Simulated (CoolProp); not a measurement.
C3F8 (R218) at 298.15 K and 8.37 MPa is throttled through a valve to 3.53 MPa with no heat exchange. Each further row changes one setting.

Model: reference Helmholtz-energy equation of state, Lemmon 2006, in CoolProp. It is a short technical equation, of lower accuracy than the large ones.

| case | temperature change (K) | final density (kg/m³) |
|---|---|---|
| as stated | … | … |
| outlet pressure 1.06 MPa | … | … |
| outlet pressure 4.59 MPa | … | 1380 |

What belongs in the gaps?


- as stated, temperature change (K): +0.0
- as stated, final density (kg/m³): 1360
- outlet pressure 1.06 MPa, temperature change (K): -0.4
- outlet pressure 1.06 MPa, final density (kg/m³): 1330
- outlet pressure 4.59 MPa, temperature change (K): +0.1
